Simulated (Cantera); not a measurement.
**Equilibrium for halide evaporation, hydrolysis and transport: PbF2 + N2**

A closed system holds: 1 mol PbF2, 130 mol N2, equilibrated at 1148 K and 0.00825 Torr.

These are equilibrium values from Cantera (NASA tables, ideal gas, pure condensed phases), not measurements of a reactor. Candidate condensed phases: Pb, PbF2; 12 gas species. Equilibrium is a limit: real reactors are often held back by kinetics, nucleation or transport.

```
Quantity                             Result
--------------------------------  ---------
x(N2)                                 0.992
x(PbF2)                             0.00357
x(PbF4)                             0.00197
x(Pb)                               0.00185
x(PbF)                             0.000242
gas amount                        131.0 mol
log10 activity of Pb(l) (absent)      -4.14
```
